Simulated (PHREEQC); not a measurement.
0.21 g of hydrous ferric oxide (600 m²/g; 0.2 weak and 0.005 strong sites per Fe, Dzombak-Morel constants, diffuse double layer) in 1 kg of water with 0.001 mol/kgw of an inert sodium salt and 0.00039 mol/kgw CuSO4, at 25 °C; the pH is set by adding NaOH or the inert anion's acid. Oxygen is held at 0.21 atm. No CO2 enters from the air. Precipitation was switched off in this run.

The series has 17 steps of pH, from 4 to 10.

The numbers come from PHREEQC with the ion-association model, wateq4f.dat.

Task: Near which pH is half of the S sorbed, and on which side is more sorbed?

Result: Near pH 4.8, with more sorbed at lower pH.

Task: Near which pH is half of the Cu sorbed, and on which side is more sorbed?

Result: Near pH 5.4, with more sorbed at higher pH.

Task: At which pH does the surface charge pass through zero?

Result: Near pH 9.7.

Along this series the solution becomes supersaturated in solids that the run did not let form, among them Cu(OH)2, Brochantite, Antlerite. The database's constant for dissolved Cu(OH)2 is higher than later reviews accept.
